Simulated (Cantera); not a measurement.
An adiabatic, constant-volume homogeneous reactor starts with 15.2 % CO, 1.10 % H₂, 17.0 % O₂, 63.9 % N₂, 2.74 % H₂O, equivalence ratio 0.48, at 1000 K and 2.10 bar.

Model: GRI-Mech 3.0 (53 species, 325 reactions), integrated in Cantera. The hydrogen kinetics of GRI-Mech 3.0 are dated; newer H2 mechanisms differ, most at raised pressure.

Problem. Predict: time of steepest temperature rise; temperature at 3.00 s; equilibrium temperature; x(CO) at 3.00 s; x(H₂) at 3.00 s; x(O₂) at 3.00 s; x(HO₂) at 3.00 s; x(OH) at 3.00 s.

Solution. 
- time of steepest temperature rise: 5.64 ms
- temperature at 3.00 s: 2432 K
- equilibrium temperature: 2432 K
- x(CO) at 3.00 s: 0.00617 (gas-phase equilibrium 0.00617)
- x(H₂) at 3.00 s: 0.000254 (gas-phase equilibrium 0.000254)
- x(O₂) at 3.00 s: 0.0915 (gas-phase equilibrium 0.0915)
- x(HO₂) at 3.00 s: 5.89e-6 (gas-phase equilibrium 5.89e-6)
- x(OH) at 3.00 s: 0.00402 (gas-phase equilibrium 0.00402)
